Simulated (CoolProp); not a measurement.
Computed with CoolProp (reference Helmholtz-energy equation of state, Akasaka 2020).

For R1123, give the phase and the cv (kJ/(kg K)), isothermal compressibility (1/MPa) at 261.5 K and 0.71 MPa.


- 261.5 K and 0.71 MPa: gas; cv 0.727, isothermal compressibility 1.67
